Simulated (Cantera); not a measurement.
Charge: 1 mol Si, 0.83 mol HCl, 6.7 mol H2, held at 3450 Torr.

These are equilibrium values from Cantera (NASA tables, ideal gas, pure condensed phases), not measurements of a reactor. Candidate condensed phases: Si; 19 gas species. Gases not in the tables: Si2H6 and higher silanes. Rates play no part.

Question: Which condensed phases are stable at each of these points (T (°C)): 250, 350, 450, 550, 650, 750, 850, 950, 1050, 1150, 1250, 1350, 1450?

Answer: 
| T (°C) | condensed phases | Si condensed (%) |
|---|---|---|
| 250 | Si(s) | 74.9 |
| 350 | Si(s) | 74.8 |
| 450 | Si(s) | 74.9 |
| 550 | Si(s) | 75.0 |
| 650 | Si(s) | 75.3 |
| 750 | Si(s) | 76.0 |
| 850 | Si(s) | 77.2 |
| 950 | Si(s) | 78.9 |
| 1050 | Si(s) | 80.8 |
| 1150 | Si(s) | 82.5 |
| 1250 | Si(s) | 83.6 |
| 1350 | Si(s) | 84.1 |
| 1450 | Si(l) | 84.7 |

From 250 °C to 1350 °C the condensed part is Si(s). At 1450 °C the condensed part is Si(l).
